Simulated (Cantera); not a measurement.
Cantera run:

```python
import numpy as np
import cantera as ct

gas_names = """
    CL CL2 H HCL H2 N NH NH2 NH3 N2 N2H2 N2H4 Si SiCL SiCL2 SiCL3 SiCL4 SiH SiHCL3 SiH2 SiH2CL2 SiH3
    SiH3CL SiH4 SiN Si2 Si2N Si3
""".split()
cond_names = """
    NH4CL(a) NH4CL(b) Si(cr) Si(L) Si3N4(a)
""".split()


# ... load() reads the species with a 1 bar reference pressure and builds the phases ...
atoms = {
    'SiH2Cl2': {'Si': 1, 'H': 2, 'CL': 2},
    'Cl2': {'CL': 2},
    'N2': {'N': 2},
}
top_T = {'Si3N4(a)': 2400}  # K; cautious upper limits of use, not melting points


# ... equilibrate(T, P, feed) seeds the gas with the atoms and calls Mixture.equilibrate('TP', solver="vcs", rtol=1e-11, max_steps=5000) ...
results = []
feed = {'SiH2Cl2': 1, 'Cl2': 0.03, 'N2': 8.5}  # mol
T = 1525  # K
for P in [100, 460, 2100, 9600, 44000, 200000]:
    mix = equilibrate(T, P, feed)
    results.append((T, P, feed, dict(zip(mix.species_names, mix.species_moles))))
    x = sorted(zip(gas.X, gas.species_names), reverse=True)
    print(f"T = {T:g} K  P = {P:g} Pa  gas = {mix.phase_moles(0):.4g} mol")
    print("   x: " + "  ".join(f"{s} {v:.3e}" for v, s in x if v > 1e-06))
    print("   condensed (mol): " + ("  ".join(f"{mix.phase(i).name} {mix.phase_moles(i):.4g}"
          for i in range(1, mix.n_phases) if mix.phase_moles(i) > 1e-12) or "none"))
```

Result:

```
T = 1525 K  P = 100 Pa  gas = 10.29 mol
   x: N2 8.032e-01  HCL 7.349e-02  SiCL2 6.127e-02  H2 6.037e-02  SiCL3 1.232e-03  H 1.838e-04  CL 1.795e-04  SiCL4 7.364e-05  SiCL 2.211e-05  SiHCL3 6.836e-06  Si 3.950e-06
   condensed (mol): Si3N4(a) 0.1186
T = 1525 K  P = 460 Pa  gas = 10.19 mol
   x: N2 8.027e-01  HCL 9.700e-02  H2 4.961e-02  SiCL2 4.698e-02  SiCL3 2.950e-03  SiCL4 5.506e-04  CL 1.218e-04  H 7.769e-05  SiHCL3 3.182e-05  SiCL 5.430e-06
   condensed (mol): Si3N4(a) 0.1618
T = 1525 K  P = 2100 Pa  gas = 10.06 mol
   x: N2 8.039e-01  HCL 1.168e-01  H2 4.087e-02  SiCL2 3.003e-02  SiCL3 5.349e-03  SiCL4 2.830e-03  SiHCL3 1.119e-04  CL 7.567e-05  H 3.300e-05  SiCL 1.224e-06
   condensed (mol): Si3N4(a) 0.2048
T = 1525 K  P = 9600 Pa  gas = 9.941 mol
   x: N2 8.072e-01  HCL 1.271e-01  H2 3.691e-02  SiCL2 1.425e-02  SiCL4 8.043e-03  SiCL3 6.211e-03  SiHCL3 2.639e-04  CL 4.051e-05  H 1.467e-05  SiH2CL2 1.395e-06
   condensed (mol): Si3N4(a) 0.238
T = 1525 K  P = 44000 Pa  gas = 9.86 mol
   x: N2 8.106e-01  HCL 1.281e-01  H2 3.713e-02  SiCL4 1.360e-02  SiCL2 5.203e-03  SiCL3 4.880e-03  SiHCL3 4.454e-04  CL 1.902e-05  H 6.872e-06  SiH2CL2 2.349e-06
   condensed (mol): Si3N4(a) 0.254
T = 1525 K  P = 200000 Pa  gas = 9.82 mol
   x: N2 8.132e-01  HCL 1.243e-01  H2 3.938e-02  SiCL4 1.769e-02  SiCL3 3.161e-03  SiCL2 1.678e-03  SiHCL3 6.334e-04  CL 8.403e-06  SiH2CL2 3.653e-06  H 3.319e-06
   condensed (mol): Si3N4(a) 0.2575
```

Cantera equilibrium calculation (NASA polynomials, part measured and part estimated; ideal gas, pure solids and liquids). The tables' values for SiCl3, SiCl are old estimates; treat these amounts as uncertain.
